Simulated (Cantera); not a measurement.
Mixture: 11.7 % CH4, 24.6 % O2, 63.8 % N2, at 10.0 bar, adiabatic and at constant volume. Ignition delay is the time to a rise of 400 K.

Detailed kinetics in Cantera: GRI-Mech 3.0 (53 species, 325 reactions).

Problem. Predict: delay at 1200 K; delay at 1300 K; delay at 1400 K; delay at 1500 K; delay at 1600 K; apparent activation energy between 1550 and 1650 K.

Solution. 
```
Quantity                                                 Value
--------------------------------------------------  ----------
delay at 1200 K                                        3.24 ms
delay at 1300 K                                       0.980 ms
delay at 1400 K                                       0.332 ms
delay at 1500 K                                       0.124 ms
delay at 1600 K                                        51.0 µs
apparent activation energy between 1550 and 1650 K  180 kJ/mol
```
